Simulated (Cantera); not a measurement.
Input: 1 mol CuO, 2.5 mol CO, 3 mol H2, held at 2.30 mbar.

These are equilibrium values from Cantera (NASA tables, ideal gas, pure condensed phases), not measurements of a reactor. Candidate condensed phases: C, C6H6, C7H8, C8H18, Cu, CuO, Cu(OH)2, Cu2O, H2O; 113 gas species. Equilibrium is a limit: real reactors are often held back by kinetics, nucleation or transport. All values below are at 1575 °C.

Base state: CO 0.352, H2 0.335, Cu 0.153, H2O 0.121, CO2 0.0318, H 0.00640, OH 0.000171, Cu2 0.000136 (mole fractions); condensed: gas only.

Q: What changes in the equilibrium state with this change: CO from 2.5 to 0.52 mol?

A: 
```csv
species,before,after
H2,0.335,0.449
Cu,0.153,0.220
H2O,0.121,0.208
CO,0.352,0.103
CO2,0.0318,0.0119
Cu2,0.000136,0.000281
OH,0.000171,0.000253
H,0.00640,0.00741
```
